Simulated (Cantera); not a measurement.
Input: 1 mol SiCl₄, 3.8 mol HCl, 7.7 mol H₂, equilibrated at 1298.15 K and 0.160 bar.

Cantera equilibrium calculation (NASA polynomials, part measured and part estimated; ideal gas, pure solids and liquids). Candidate condensed phases: Si; 19 gas species. The tables' values for SiCl₃ are old estimates; treat these amounts as uncertain. The numbers say what is thermodynamically allowed, not how fast it happens.

Base state: H₂ 0.601, HCl 0.320, SiCl₄ 0.0650, SiCl₃ 0.00584, SiHCl₃ 0.00551, SiCl₂ 0.00314, SiH₂Cl₂ 6.58e-5 (mole fractions); condensed: gas only.

Task: What changes in the equilibrium state with this change: temperature from 1298.15 K to 950 K?

Result: 
```tsv
species	before	after
H₂	0.601	0.615
HCl	0.320	0.305
SiCl₄	0.0650	0.0792
SiCl₂	0.00314	1.80e-7
SiCl₃	0.00584	2.07e-5
SiH₂Cl₂	6.58e-5	6.89e-7
SiHCl₃	0.00551	0.000734
```
